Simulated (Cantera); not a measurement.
Charge: 1 mol PbO, 0.028 mol O2, a varied amount of H2, held at 1400 K and 22.0 mbar.

Cantera equilibrium calculation (NASA polynomials, part measured and part estimated; ideal gas, pure solids and liquids). Candidate condensed phases: H2O, Pb, PbO, PbO2, Pb3O4; 12 gas species. Each liquid is taken as pure. Mutual solubility and eutectic melting of coexisting phases are not modelled. Gases not in the tables: (PbO)n polymers. Equilibrium is a limit: real reactors are often held back by kinetics, nucleation or transport.

Which condensed phases are stable at each of these points (n(H2) (mol)): 0.11, 0.27, 0.7, 1.8, 4.6, 12, 31, 79?


```json
[
 {"n(H2) (mol)": "0.11", "condensed phases": "PbO(l)", "Pb condensed (%)": "92.7"},
 {"n(H2) (mol)": "0.27", "condensed phases": "Pb(l) + PbO(l)", "Pb condensed (%)": "73.2"},
 {"n(H2) (mol)": "0.7", "condensed phases": "Pb(l) + PbO(l)", "Pb condensed (%)": "30.6"},
 {"n(H2) (mol)": "1.8", "condensed phases": "gas only", "Pb condensed (%)": "0.0"},
 {"n(H2) (mol)": "4.6", "condensed phases": "gas only", "Pb condensed (%)": "0.0"},
 {"n(H2) (mol)": "12", "condensed phases": "gas only", "Pb condensed (%)": "0.0"},
 {"n(H2) (mol)": "31", "condensed phases": "gas only", "Pb condensed (%)": "0.0"},
 {"n(H2) (mol)": "79", "condensed phases": "gas only", "Pb condensed (%)": "0.0"}
]
```

At 0.11 mol H2 the condensed part is PbO(l). From 0.27 mol H2 to 0.7 mol H2 the condensed part is Pb(l) + PbO(l). From 1.8 mol H2 to 79 mol H2 nothing is condensed.
